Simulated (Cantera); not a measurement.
A freely propagating, adiabatic, planar premixed flame of H2 : O2 : N2 : H2O = 1 : 0.515 : 1.94 : 0.61 (molar parts), unburnt at 598 K and 0.470 bar; mixture-averaged transport, grid criteria slope 0.08 and curve 0.16, no radiation.

Detailed kinetics in Cantera: the H2/O2 subset of GRI-Mech 3.0, which has no nitrogen chemistry. Burning velocities carry a grid error of a few per cent, more on coarse grids.

Question: Predict: laminar burning velocity; thermal thickness; peak x(H); peak x(HO2); peak x(O).

Answer: 
```json
{
  "laminar_burning_velocity": "533 cm/s",
  "thermal_thickness": "1.16 mm",
  "peak x(H)": "0.0406",
  "peak x(HO2)": "0.000263",
  "peak x(O)": "0.00814"
}
```
